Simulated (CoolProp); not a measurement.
Vapour-liquid equilibrium of n-hexane (1) + toluene (2) at 9.23 bar; x and y are mole fractions of (1).

Computed with CoolProp (multi-fluid Helmholtz-energy mixture model, Thol 2019 and Lemmon 2006; pair parameters Bell 2016).

**Question.** Give the bubble temperature and the first vapour's composition at x = 0.05, 0.2, 0.35. Is there an azeotrope?

**Answer.** x = 0.05: 480.2 K, y = 0.110; x = 0.2: 468.1 K, y = 0.360; x = 0.35: 459.0 K, y = 0.536. No azeotrope shows between x = 0.05 and 0.95.

Pair parameters are fitted to limited data, so mixtures are less certain than the pure fluids.
